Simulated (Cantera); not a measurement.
A Cantera script and what it prints.

```python
import numpy as np
import cantera as ct

gas_names = """
    H HNO HNO2 HNO3 HO2 H2 H2O H2O2 N NH NH2 NH3 NH2OH NO NO2 NO3 N2 N2H2 N2H4 N2O O OH O2 O3 Si SiH
    SiH2 SiH3 SiH4 SiN SiO SiO2 Si2 Si2N Si3
""".split()
cond_names = """
    H2O(s) H2O(L) Si(cr) Si(L) SiO2(Lqz) SiO2(hqz) SiO2(L) Si2N2O(s) Si3N4(a)
""".split()


def load(file, names, dense=False):
    # The tables refer to 1 bar. Condensed volumes are neglected.
    table = {s.name: s for s in ct.Species.list_from_file(file)}
    out = []
    for n in names:
        d = dict(table[n].input_data)
        d["thermo"] = dict(d["thermo"], **{"reference-pressure": 1e5})
        if dense:
            d["equation-of-state"] = {"model": "constant-volume", "density": "1e6 g/cm^3"}
        out.append(ct.Species.from_dict(d))
    return out


gas = ct.Solution(thermo="ideal-gas", species=load("nasa_gas.yaml", gas_names))
cond = {s.name: ct.Solution(thermo="fixed-stoichiometry", species=[s], name=s.name)
        for s in load("nasa_condensed.yaml", cond_names, dense=True)}
atoms = {
    'Si': {'Si': 1},
    'H2O': {'H': 2, 'O': 1},
    'N2': {'N': 2},
}
top_T = {'Si2N2O(s)': 2100, 'Si3N4(a)': 2400}  # K; cautious upper limits of use, not melting points


def equilibrate(T, P, feed):
    n = {}
    for name, mol in feed.items():
        for a, k in atoms[name].items():
            n[a] = n.get(a, 0.0) + k * mol
    gas.TPX = T, P, n
    mass = sum(n.values()) * gas.mean_molecular_weight
    gas.equilibrate("TP")
    valid = [c for c in cond.values() if c.min_temp <= T <= top_T.get(c.name, c.max_temp)]
    mix = ct.Mixture([(gas, mass / gas.mean_molecular_weight)] + [(c, 0.0) for c in valid])
    mix.T, mix.P = T, P
    mix.equilibrate("TP", solver="vcs", rtol=1e-11, max_steps=5000)
    return mix


results = []
T = 1825  # K
P = 0.44  # Pa
for m in [8.6, 20, 32, 44, 55, 67, 78, 90, 100]:
    feed = {'Si': 1, 'H2O': 0.023, 'N2': m}  # mol
    mix = equilibrate(T, P, feed)
    results.append((T, P, feed, dict(zip(mix.species_names, mix.species_moles))))

top = {s: max(r[3][s] / sum(r[3][g] for g in gas_names) for r in results) for s in gas_names}
cols = sorted((s for s in top if top[s] > 1e-06), key=lambda s: -top[s])[:5]
seen = [c for c in cond_names if any(r[3].get(c, 0) > 1e-12 for r in results)]
print("log10 of partial pressures in bar; condensed amounts in mol")
print(f"{'n(N2)':>10s}" + "".join(f"{s[:9]:>10s}" for s in cols + seen))
for T, P, feed, n in results:
    ng = sum(n[g] for g in gas_names)
    print(f"{feed['N2']:10.4g}" + "".join(f"{np.log10(max(n[s] / ng * P / 1e5, 1e-99)):10.3f}" for s in cols)
          + "".join(f"{n.get(c, 0):10.4g}" for c in seen))
```

Result:

```
log10 of partial pressures in bar; condensed amounts in mol
     n(N2)        N2        Si         H       SiO        H2
       8.6    -5.406    -6.352    -7.751    -7.979    -8.790
        20    -5.379    -6.690    -8.055    -8.318    -9.397
        32    -5.370    -6.886    -8.238    -8.514    -9.764
        44    -5.367    -7.021    -8.366    -8.648   -10.020
        55    -5.365    -7.116    -8.458    -8.743   -10.203
        67    -5.363    -7.200    -8.539    -8.828   -10.366
        78    -5.362    -7.265    -8.603    -8.893   -10.493
        90    -5.362    -7.326    -8.663    -8.954   -10.613
       100    -5.361    -7.372    -8.707    -8.999   -10.702
```

These are equilibrium values from Cantera (NASA tables, ideal gas, pure condensed phases), not measurements of a reactor. The tables' values for SiN are old estimates; treat these amounts as uncertain.
